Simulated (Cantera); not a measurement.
Standard-state values (1 bar) from the NASA 1993 polynomials, evaluated with Cantera. Values are per mole of reaction as written; species without (g) are pure solids or liquids, kept so even where they would boil at 1 bar.

C + Ta2O5 = 2 TaO2(g) + CO(g), with ΔH° = 1533.8 kJ and ΔS° = 609.1 J/K at 300 K.

Question: How far is the shortcut ΔG° ≈ ΔH°(300 K) − T·ΔS°(300 K) from the full temperature-dependent value at 750, 775, 800, 825, 850, 875 K?

Answer: 
| T (K) | shortcut (kJ) | full (kJ) | difference (kJ) | difference in log10 K |
|---|---|---|---|---|
| 750 | 1076.9 | 1085.4 | -8.5 | 0.59 |
| 775 | 1061.7 | 1071.1 | -9.4 | 0.63 |
| 800 | 1046.5 | 1056.8 | -10.4 | 0.68 |
| 825 | 1031.2 | 1042.6 | -11.4 | 0.72 |
| 850 | 1016.0 | 1028.4 | -12.4 | 0.76 |
| 875 | 1000.8 | 1014.3 | -13.5 | 0.81 |
The shortcut ignores the heat-capacity change of the reaction.
